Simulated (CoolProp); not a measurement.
Vapour-liquid equilibrium of CHF3 (R23) (1) + R143a (2) at 0.0474 MPa; x and y are mole fractions of (1).

Model: multi-fluid Helmholtz-energy mixture model, Penoncello 2003 and Lemmon and Jacobsen 2000; pair parameters Bell 2016, in CoolProp.

**Question.** Give the bubble temperature and the first vapour's composition at x = 0.35, 0.5, 0.65. Is there an azeotrope?

**Answer.** x = 0.35: 192.3 K, y = 0.799; x = 0.5: 187.6 K, y = 0.890; x = 0.65: 184.2 K, y = 0.939. No azeotrope shows between x = 0.05 and 0.95.

The pair parameters rest on a limited set of measurements; away from them the model extrapolates. The gap from Raoult's law changes sign with composition, which may be real or a fault of the pair parameters; it wasn't checked against measurements.
